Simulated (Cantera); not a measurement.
Charge: 1 mol TEOS, 0.1 mol O₂, 2.6 mol N₂, at 350 °C and 1.33 mbar.

Equilibrium computed with Cantera from the NASA thermochemical tables; the gas is ideal and each condensed phase is pure. Candidate condensed phases: C, C₆H₆, C₇H₈, C₈H₁₈, H₂O, Si, SiC, SiO₂, Si₂N₂O, Si₃N₄; 151 gas species. The feed counts by its element totals alone. The numbers say what is thermodynamically allowed, not how fast it happens.

Base state: H₂ 0.637, N₂ 0.202, H₂O 0.0838, CO₂ 0.0368, CH₄ 0.0275, CO 0.0132 (mole fractions); condensed: C(graphite) + SiO₂(α-quartz).

Problem. What changes in the equilibrium state with this change: pressure from 1.33 mbar to 0.100 bar?

Solution. 
```tsv
species	before	after
CH₄	0.0275	0.292
N₂	0.202	0.263
H₂	0.637	0.240
H₂O	0.0838	0.187
CO	0.0132	0.00104
CO₂	0.0368	0.0172
NH₃	8.62e-6	0.000171
C(graphite), mol	7.00	4.93
SiO₂(α-quartz), mol	1.00	1.00
```

Problem. What changes in the equilibrium state with this change: TEOS replaced by SiF₄?

Solution. 
```json
[
 {"species": "N₂", "before": "0.202", "after": "0.703"},
 {"species": "SiF₄", "before": "0", "after": "0.270"},
 {"species": "O₂", "before": "<1e-9", "after": "0.0270"},
 {"species": "H₂", "before": "0.637", "after": "0"},
 {"species": "H₂O", "before": "0.0838", "after": "0"},
 {"species": "CO₂", "before": "0.0368", "after": "0"},
 {"species": "CH₄", "before": "0.0275", "after": "0"},
 {"species": "CO", "before": "0.0132", "after": "0"},
 {"species": "C(graphite), mol", "before": "7.00", "after": "0"},
 {"species": "SiO₂(α-quartz), mol", "before": "1.00", "after": "0"}
]
```

Problem. What changes in the equilibrium state with this change: temperature from 350 °C to 475 °C?

Solution. 
| species | before | after |
|---|---|---|
| H₂ | 0.637 | 0.677 |
| N₂ | 0.202 | 0.180 |
| CO | 0.0132 | 0.119 |
| H₂O | 0.0838 | 0.0103 |
| CH₄ | 0.0275 | 0.00202 |
| CO₂ | 0.0368 | 0.0113 |
| C(graphite), mol | 7.00 | 6.08 |
| SiO₂(α-quartz), mol | 1.00 | 1.00 |
